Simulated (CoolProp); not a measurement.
CF4 (R14) at 293.15 K and 0.517 MPa flows at 1.3 m/s in a round tube of 50 mm bore and 45 µm roughness, fully developed (64/Re and Nu = 3.66 if laminar; Colebrook and Gnielinski if turbulent). Each further row changes one setting.

Computed with CoolProp (reference Helmholtz-energy equation of state, Platzer 1990). This equation is an older, rougher fit.

```csv
case,Reynolds number,Darcy friction factor,pressure drop (Pa/m),heat-transfer coefficient (W/(m² K)),mass flow (kg/h)
as stated,72000,?,7.29,?,?
velocity 2.6 m/s,144000,?,?,?,350
diameter 100 mm,144000,?,3.09,?,700
```

Question: Complete the blanks.

Answer: 
- as stated, Darcy friction factor: 0.0226
- as stated, heat-transfer coefficient (W/(m² K)): 54.4
- as stated, mass flow (kg/h): 175
- velocity 2.6 m/s, Darcy friction factor: 0.0211
- velocity 2.6 m/s, pressure drop (Pa/m): 27.2
- velocity 2.6 m/s, heat-transfer coefficient (W/(m² K)): 102
- diameter 100 mm, Darcy friction factor: 0.0192
- diameter 100 mm, heat-transfer coefficient (W/(m² K)): 46.0

Viscosity comes from a separate model (Huber 2003), an estimate that may be off by 10 % or more. Thermal conductivity comes from a separate model (Huber 2003), an estimate that may be off by 10 % or more.
